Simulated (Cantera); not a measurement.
A closed system holds: 1 mol SO₂, 36 mol N₂, equilibrated at 500 °C and 0.0230 bar.

Method: chemical equilibrium by Gibbs-energy minimisation in Cantera with the NASA 1993 tables (ideal gas, pure condensed phases). Candidate condensed phases: S; 17 gas species. Kinetics and transport are ignored.

Q: What is the equilibrium state?

A: 
- x(N₂): 0.973
- x(SO₂): 0.0270
- gas amount: 37.00 mol
- log10 activity of S(l) (absent): -5.45
